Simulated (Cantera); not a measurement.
Charge: 1 mol SiC, 0.21 mol CO2, 4 mol H2, held at 0.140 Pa.

Cantera equilibrium calculation (NASA polynomials, part measured and part estimated; ideal gas, pure solids and liquids). Candidate condensed phases: C, C6H6, C7H8, C8H18, H2O, Si, SiC, SiO2; 123 gas species. Mutual solubility and eutectic melting of coexisting phases are not modelled. The tables hold silica as quartz up to 1696 K and as liquid above; real silica turns to tridymite and cristobalite and melts near 1996 K. Kinetics and transport are ignored.

Q: Which condensed phases are stable at each of these points (T (°C)): 775, 875, 975, 1075, 1175, 1275, 1375, 1475, 1575, 1675, 1775, 1875, 1975?

A: 
| T (°C) | condensed phases | Si condensed (%) |
|---|---|---|
| 775 | SiC(s) + SiO2(β-quartz) | 99.9 |
| 875 | SiC(s) + SiO2(β-quartz) | 93.7 |
| 975 | SiC(s) | 89.5 |
| 1075 | SiC(s) | 89.5 |
| 1175 | SiC(s) | 89.5 |
| 1275 | SiC(s) | 89.0 |
| 1375 | SiC(s) | 85.6 |
| 1475 | SiC(s) | 79.5 |
| 1575 | C(graphite) + SiC(s) | 12.1 |
| 1675 | C(graphite) | 0.0 |
| 1775 | C(graphite) | 0.0 |
| 1875 | C(graphite) | 0.0 |
| 1975 | C(graphite) | 0.0 |

From 775 °C to 875 °C the condensed part is SiC(s) + SiO2(β-quartz). From 975 °C to 1475 °C the condensed part is SiC(s). At 1575 °C the condensed part is C(graphite) + SiC(s). From 1675 °C to 1975 °C the condensed part is C(graphite).
